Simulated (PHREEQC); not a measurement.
**Acid mine or pickling water (model solution)**

Model water analysis in mg/L, 26 °C, pH 3.48, pe 9.1: Na 3180; K 127; Ca 355; Mg 1180; Cl 2470; S(6) as SO4 8800; Cu(2) 38.2; Br 23.8; Zn 98.4; N(5) as NO3 2.8.

Valence states are taken as typed.

Equilibrium calculation in PHREEQC: ion-association model, phreeqc.dat.

| Property | Result |
|---|---|
| ionic strength | 0.278 mol/kgw |
| activity of water | 0.994 |
| specific conductance | 17000 µS/cm |
| density | 1.011 g/cm³ |
| total alkalinity | -1.05 meq/kg |
| charge-balance error | 2.2 % |

```csv
species,molality,activity,log γ
Na+,0.131,0.0963,-0.135
Cl-,0.0708,0.0489,-0.161
SO4-2,0.0535,0.0138,-0.588
Mg+2,0.0248,0.00790,-0.496
MgSO4,0.0246,0.0262,0.028
NaSO4-,0.00923,0.00670,-0.139
Ca+2,0.00534,0.00157,-0.531
CaSO4,0.00365,0.00389,0.028
K+,0.00302,0.00207,-0.163
Zn+2,0.000698,0.000185,-0.577
HSO4-,0.000618,0.000454,-0.134
ZnSO4,0.000565,0.000602,0.028
```

No solid was allowed to form. Species that the database lacks are ignored.
